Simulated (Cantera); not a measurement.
What does this Cantera script print?

```python
import numpy as np
import cantera as ct

gas_names = """
    C CN CO CO2 C2 CCN CNC C2N2 C2O C3 C3O2 C4 C4N2 C5 Fe FeC5O5 FeO N NCO NO NO2 NO3 N2 N2O O O2 O3
""".split()
cond_names = """
    C(gr) Fe(a) Fe(c) Fe(d) Fe(L) FeC5O5(L) FeO(s) FeO(L) Fe2O3(s) Fe3O4(s)
""".split()


# ... load() reads the species with a 1 bar reference pressure and builds the phases ...
atoms = {
    'Fe2O3': {'Fe': 2, 'O': 3},
    'CO': {'C': 1, 'O': 1},
    'N2': {'N': 2},
}
top_T = {'C(gr)': 4500, 'Fe2O3(s)': 1830, 'Fe3O4(s)': 1870}  # K; cautious upper limits of use, not melting points


# ... equilibrate(T, P, feed) seeds the gas with the atoms and calls Mixture.equilibrate('TP', solver="vcs", rtol=1e-11, max_steps=5000) ...
results = []
feed = {'Fe2O3': 1, 'CO': 3.2, 'N2': 8.7}  # mol
T = 1025  # K
P = 5700  # Pa
mix = equilibrate(T, P, feed)
results.append((T, P, feed, dict(zip(mix.species_names, mix.species_moles))))
x = sorted(zip(gas.X, gas.species_names), reverse=True)
print(f"T = {T:g} K  P = {P:g} Pa  gas = {mix.phase_moles(0):.4g} mol")
print("   x: " + "  ".join(f"{s} {v:.3e}" for v, s in x if v > 1e-05))
print("   condensed (mol): " + ("  ".join(f"{mix.phase(i).name} {mix.phase_moles(i):.4g}"
      for i in range(1, mix.n_phases) if mix.phase_moles(i) > 1e-12) or "none"))
```

It prints:

```
T = 1025 K  P = 5700 Pa  gas = 11.9 mol
   x: N2 7.311e-01  CO 1.849e-01  CO2 8.403e-02
   condensed (mol): FeO(s) 2
```

These are equilibrium values from Cantera (NASA tables, ideal gas, pure condensed phases), not measurements of a reactor. The tables' stoichiometric FeO is somewhat more stable than real wüstite, so its field is too wide. FeO: taken at fixed stoichiometry.
